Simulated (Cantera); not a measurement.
Input: 1 mol Si(CH₃)₄, 0.49 mol C₂H₄, 54 mol H₂, at 1900 K and 0.490 bar.

Equilibrium computed with Cantera from the NASA thermochemical tables; the gas is ideal and each condensed phase is pure. Candidate condensed phases: C, C₆H₆, C₇H₈, C₈H₁₈, Si, SiC; 87 gas species. Rates play no part.

Base state: H₂ 0.998, H 0.00113, C₂H₂ (acetylene) 0.000381, CH₄ 0.000274 (mole fractions); condensed: C(graphite) + SiC(s).

Problem. What changes in the equilibrium state with this change: pressure from 0.490 bar to 0.133 bar?

Solution. 
| species | before | after |
|---|---|---|
| H₂ | 0.998 | 0.997 |
| H | 0.00113 | 0.00217 |
| C₂H₂ (acetylene) | 0.000381 | 0.000381 |
| CH₄ | 0.000274 | 7.45e-5 |
| C(graphite), mol | 3.92 | 3.93 |
| SiC(s), mol | 1.000 | 1.000 |

Problem. What changes in the equilibrium state with this change: Si(CH₃)₄ replaced by SiCl₄?

Solution. 
```tsv
species	before	after
H₂	0.998	0.929
HCl	0	0.0685
H	0.00113	0.00109
SiCl₂	0	0.000783
Cl	0	6.08e-5
SiCl₃	0	1.30e-5
C₂H₂ (acetylene)	0.000381	0.000149
C(graphite), mol	3.92	0
SiC(s), mol	1.000	0.954
```
The tables' values for SiCl₃ are old estimates; treat these amounts as uncertain.
